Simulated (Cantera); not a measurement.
Charge: 1 mol AlCl3, 40 mol N2O, 230 mol N2, at 723 K and 0.0120 bar.

These are equilibrium values from Cantera (NASA tables, ideal gas, pure condensed phases), not measurements of a reactor. Candidate condensed phases: Al, AlCl3, AlN, Al2O3; 24 gas species. Condensed phases not in the tables: AlOCl. Rates play no part.

Base state: N2 0.929, O2 0.0662, Cl2 0.00516 (mole fractions); condensed: Al2O3(s).

Question: What changes in the equilibrium state with this change: temperature from 723 K to 1550 K?

Answer: 
| species | before | after |
|---|---|---|
| N2 | 0.929 | 0.924 |
| O2 | 0.0662 | 0.0654 |
| Cl | 8.50e-7 | 0.00990 |
| Cl2 | 0.00516 | 0.000180 |
| O | <1e-9 | 1.83e-5 |
| NO | 2.83e-7 | 0.000937 |
| Al2O3(s), mol | 0.500 | 0.500 |
